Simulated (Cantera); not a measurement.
A perfectly stirred reactor is fed with H₂ : O₂ : N₂ : NO = 1 : 0.521 : 1.96 : 0.0075 (molar parts), at 0.890 bar; it is adiabatic with a 475 K inlet, and is followed from long to short residence time, starting on the burning branch (τ in s: 0.31, 0.14, 0.068, 0.031, 0.015, 0.0068, 0.0032, 0.0015, 0.00069, 0.00032, 0.00015, 7e-05).

Computed with Cantera and GRI-Mech 3.0 (53 species, 325 reactions). The mechanism lacks 2 NO + O2 → 2 NO2 and HONO, so NO2 and the effect of NO are under-described below about 1400 K.

Predict: blow-out, bracketed by the residence times tried; x(H₂) at τ = 0.310 s; x(O₂) at τ = 0.310 s; x(NO) at τ = 0.310 s; x(N₂) at τ = 0.310 s; x(OH) at τ = 0.310 s; x(H₂) at τ = 3.20 ms; x(O₂) at τ = 3.20 ms; x(NO) at τ = 3.20 ms; x(N₂) at τ = 3.20 ms; x(OH) at τ = 3.20 ms.


| Quantity | Result |
|---|---|
| blow-out, bracketed by the residence times tried | burning at 70.0 µs, the shortest tried |
| x(H₂) at τ = 0.310 s | 0.0144 |
| x(O₂) at τ = 0.310 s | 0.0107 |
| x(NO) at τ = 0.310 s | 0.00413 |
| x(N₂) at τ = 0.310 s | 0.647 |
| x(OH) at τ = 0.310 s | 0.0104 |
| x(H₂) at τ = 3.20 ms | 0.0230 |
| x(O₂) at τ = 3.20 ms | 0.0150 |
| x(NO) at τ = 3.20 ms | 0.00273 |
| x(N₂) at τ = 3.20 ms | 0.642 |
| x(OH) at τ = 3.20 ms | 0.0140 |
